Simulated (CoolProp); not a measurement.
Vapour-liquid equilibrium of n-heptane (1) + toluene (2) at 303.6 K; x and y are mole fractions of (1).

Values from CoolProp's multi-fluid Helmholtz-energy mixture model, Span 2003 and Lemmon 2006; pair parameters Bell 2016.

```
x     bubble pressure, mixture model (MPa)  bubble pressure, Raoult's law (MPa)  y, mixture model  y, Raoult's law
----  ------------------------------------  -----------------------------------  ----------------  ---------------
0.05                              0.005372                             0.005152             0.113            0.077
0.2                               0.006198                             0.005593             0.338            0.284
0.35                              0.006761                             0.006034             0.486            0.461
0.5                               0.007173                             0.006475             0.605            0.614
0.65                              0.007488                             0.006917             0.716            0.747
0.8                               0.007728                             0.007358             0.831            0.864
0.95                              0.007902                             0.007799             0.956            0.968
```

The largest gap from Raoult's law is +12.0 % in bubble pressure, at x = 0.35. No azeotrope shows between x = 0.05 and 0.95.

Pair parameters are fitted to limited data, so mixtures are less certain than the pure fluids.
